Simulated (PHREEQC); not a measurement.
Leach liquor: an equilibrium model

A solution holds 0.0043 mol H2SO4, 8.3e-05 mol Li2SO4 and 0.00061 mol Na2SO4 per kg of water, at 30 °C. Closed to the air; pH follows from the charge balance.

Computed with PHREEQC (Pitzer model, pitzer.dat).

This is a speciation only: nothing precipitates in the calculation.

### Question
Predict the pH.

### Answer
pH 2.21.

### Question
In which forms is S present?

### Answer
SO4-2 68 %, HSO4- 32 % of the S.
